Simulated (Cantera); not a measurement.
Charge: 1 mol SiF₄, 1.7 mol NH₃, equilibrated at 600 Torr.

Cantera equilibrium calculation (NASA polynomials, part measured and part estimated; ideal gas, pure solids and liquids). Candidate condensed phases: Si, Si₃N₄; 37 gas species. The tables' values for SiF₃ are old estimates; treat these amounts as uncertain. The numbers say what is thermodynamically allowed, not how fast it happens.

Task: At 1373 K, list the 5 most abundant gas species with their mole fractions, and the condensed phases.

Result: H₂ 0.574, SiF₄ 0.221, N₂ 0.193, HF 0.00574, SiHF₃ 0.00400. Condensed: gas only.
